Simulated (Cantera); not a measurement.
Input: 1 mol Al, 10 mol CO, 5.5 mol N₂, 2.7 mol H₂O, equilibrated at 327 °C.

These are equilibrium values from Cantera (NASA tables, ideal gas, pure condensed phases), not measurements of a reactor. Candidate condensed phases: Al, AlN, Al₂O₃, C, C₆H₆, C₇H₈, C₈H₁₈, H₂O; 148 gas species. Rates play no part.

x: gas mole fraction; n: condensed amount in mol.

```tsv
P (Pa)	x N₂	x CO₂	x H₂O	x H₂	x CO	x CH₄	n Al₂O₃(s)	n C(graphite)
10	0.388	0.344	0.0259	0.164	0.0773	0.000255	0.500	4.03
120	0.409	0.369	…	…	…	…	0.500	…
1600	0.426	0.365	0.132	0.0645	0.00629	0.00627	0.500	5.13
19000	0.436	0.359	0.169	0.0241	0.00181	0.0104	0.500	5.32
240000	0.440	0.356	0.184	…	…	0.0124	0.500	5.39
3000000	0.441	0.355	0.188	0.00215	0.000143	0.0131	0.500	5.41
```

What belongs in the gaps?


- 240000, x H₂: 0.00740
- 240000, x CO: 0.000507
- 120, x H₂O: 0.0712
- 120, x H₂: 0.126
- 120, x CO: 0.0231
- 120, x CH₄: 0.00180
- 120, n C(graphite): 4.70
